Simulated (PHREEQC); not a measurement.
Dissolve 0.013 mol HF, 0.0017 mol NH4HF2 and 6.1e-07 mol H4SiO4 per kg of water at 25 °C. Closed to the air; pH follows from the charge balance.

Model: ion-association model, phreeqc.dat, run in PHREEQC.

Each row changes one thing in this solution. Precipitation was switched off in this run.

| case | pH | ionic strength (mol/kgw) | F- (mol/kgw) | HF2- (mol/kgw) |
|---|---|---|---|---|
| as made | 2.65 | 0.00408 | 0.00389 | 0.000181 |
| H4SiO4 left out | 2.65 | 0.00408 | 0.00390 | 0.000181 |
| NH4HF2 from 0.0017 to 0.00187 mol/kgw | [?] | 0.00421 | 0.00402 | 0.000190 |
| temperature from 25 to 85 °C | [?] | 0.00285 | 0.00269 | 0.000152 |
| NH4HF2 replaced by NaHF2 at the same molality | 2.65 | 0.00407 | 0.00389 | 0.000181 |
| H4SiO4 replaced by (NH4)2SiF6 at the same molality | 2.65 | 0.00408 | 0.00390 | 0.000181 |
| 0.00022 mol/kgw H3PO4 added | [?] | 0.00415 | 0.00381 | 0.000179 |
| H4SiO4 from 6.1e-07 to 6.1e-06 mol/kgw | 2.65 | 0.00408 | 0.00388 | 0.000181 |

Some entries are withheld; supply them.


- NH4HF2 from 0.0017 to 0.00187 mol/kgw, pH: 2.66
- temperature from 25 to 85 °C, pH: 2.97
- 0.00022 mol/kgw H3PO4 added, pH: 2.64

Species that the database lacks are ignored. At this temperature some constants are extrapolated from 25 °C, and those without enthalpy data are left unchanged. SiF6-2 is the database's only silicon fluoride.
